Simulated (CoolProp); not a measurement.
Saturation properties of normal hydrogen.

The numbers come from the reference Helmholtz-energy equation of state, Leachman 2009 in CoolProp.

| T (°C) | p (kPa) | vapour density (kg/m³) |
|---|---|---|
| -247.75 | 348.9 | 4.226 |
| -246.95 | 409.9 | 4.961 |
| -246.15 | 477.9 | 5.805 |
| -245.45 | 543.6 | 6.651 |
| -244.65 | 626.2 | 7.766 |
| -243.85 | 717.2 | 9.080 |
| -243.05 | 817.4 | 10.66 |
| -242.35 | 912.9 | 12.35 |
| -241.55 | 1032 | 14.86 |
| -240.75 | 1162 | 18.62 |

It boils at -252.8 °C under 1 atm.
